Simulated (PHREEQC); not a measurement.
Model water analysis in mg/L, 50 °C, pH 7.17, pe 10.3:

```csv
constituent,mg/L
Na,45.1
K,39.6
Ca,92.5
Mg,39.4
Cl,322
S(6) as SO4,27.4
Alkalinity as HCO3,41.6
Br,18.1
B,3.26
Si as SiO2,0.942
Sr,2.03
```

Valence states are taken as typed.

Model: ion-association model, phreeqc.dat, run in PHREEQC.

```json
{
  "ionic_strength": "0.0146 mol/kgw",
  "specific_conductance": "2000 µS/cm",
  "charge_balance_error": "1.5 %"
}
```

```json
[
 {"species": "Cl-", "molality": "0.00909", "activity": "0.00799", "log γ": "-0.056"},
 {"species": "Ca+2", "molality": "0.00226", "activity": "0.00138", "log γ": "-0.213"},
 {"species": "Na+", "molality": "0.00196", "activity": "0.00173", "log γ": "-0.054"},
 {"species": "Mg+2", "molality": "0.00156", "activity": "0.000967", "log γ": "-0.208"},
 {"species": "K+", "molality": "0.00101", "activity": "0.000889", "log γ": "-0.056"},
 {"species": "HCO3-", "molality": "0.000644", "activity": "0.000570", "log γ": "-0.053"},
 {"species": "H3BO3", "molality": "0.000297", "activity": "0.000298", "log γ": "0.001"},
 {"species": "Br-", "molality": "0.000227", "activity": "0.000199", "log γ": "-0.058"},
 {"species": "SO4-2", "molality": "0.000198", "activity": "0.000121", "log γ": "-0.215"},
 {"species": "CO2", "molality": "7.42e-5", "activity": "7.44e-5", "log γ": "0.001"},
 {"species": "MgSO4", "molality": "4.93e-5", "activity": "4.95e-5", "log γ": "0.001"},
 {"species": "CaSO4", "molality": "3.51e-5", "activity": "3.53e-5", "log γ": "0.001"},
 {"species": "Sr+2", "molality": "2.24e-5", "activity": "1.38e-5", "log γ": "-0.211"},
 {"species": "H4SiO4", "molality": "1.56e-5", "activity": "1.57e-5", "log γ": "0.001"},
 {"species": "CaHCO3+", "molality": "1.43e-5", "activity": "1.27e-5", "log γ": "-0.052"}
]
```

No solid was allowed to form. Complexes and solids missing from the database can't appear. Constants without temperature data keep their 25 °C values here.
